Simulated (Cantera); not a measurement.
Input: 1 mol CH₃SiCl₃, 0.19 mol C₂H₂, 25 mol H₂, 0.061 mol HCl, held at 877 °C and 0.400 bar.

Cantera equilibrium calculation (NASA polynomials, part measured and part estimated; ideal gas, pure solids and liquids). Candidate condensed phases: C, C₆H₆, C₇H₈, C₈H₁₈, Si, SiC; 109 gas species. The feed counts by its element totals alone. The tables' values for SiCl₃ are old estimates; treat these amounts as uncertain. Rates play no part.

Base state: H₂ 0.893, HCl 0.0958, CH₄ 0.00747, SiCl₄ 0.00294, SiHCl₃ 0.000556, SiCl₃ 8.63e-5, SiCl₂ 2.77e-5, SiH₂Cl₂ 1.32e-5 (mole fractions); condensed: C(graphite) + SiC(s).

Task: What changes in the equilibrium state with this change: pressure from 0.400 bar to 0.0690 bar?

Result: 
```json
[
 {"species": "H₂", "before": "0.893", "after": "0.893"},
 {"species": "HCl", "before": "0.0958", "after": "0.105"},
 {"species": "CH₄", "before": "0.00747", "after": "0.00129"},
 {"species": "SiCl₄", "before": "0.00294", "after": "0.000734"},
 {"species": "SiH₂Cl₂", "before": "1.32e-5", "after": "2.74e-6"},
 {"species": "SiHCl₃", "before": "0.000556", "after": "0.000127"},
 {"species": "SiCl₃", "before": "8.63e-5", "after": "4.73e-5"},
 {"species": "C(graphite), mol", "before": "0.272", "after": "0.370"},
 {"species": "SiC(s), mol", "before": "0.899", "after": "0.973"}
]
```
